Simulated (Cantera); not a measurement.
# Thermodynamics of hydrogen reduction and annealing atmospheres, feed FeS + H2 + N2

Charge: 1 mol FeS, a varied amount of H2, 36 mol N2, equilibrated at 0.0150 bar.

Equilibrium computed with Cantera from the NASA thermochemical tables; the gas is ideal and each condensed phase is pure. Candidate condensed phases: Fe, FeS, FeS2, S; 16 gas species. Metal and sulfide melt together well below either melting point, which pure phases cannot show. Mutual solubility and eutectic melting of coexisting phases are not modelled. FeS: taken at fixed stoichiometry. Kinetics and transport are ignored.

Stable condensed phases:

```
T in K \ n(H2) in mol
         0.56  1.2  2.5  5.3   11   24   50  110  220  480
   2150     A    A    A    A    A    A    A    A    A    A
   2075     A    A    A    A    A    A    A    A    A    A
   2000     B    B    B    A    A    A    A    A    A    A
   1925     B    B    B    B    B    B    B    A    A    A
   1850     B    B    B    B    B    B    B    B    A    A
   1775     B    B    B    B    B    B    B    B    B    B
   1700     C    C    C    B    B    B    B    B    B    B
   1625     C    C    C    C    C    B    B    B    B    B
   1550     C    C    C    C    C    C    B    B    B    B
```

A: gas only; B: Fe; C: Fe + FeS.
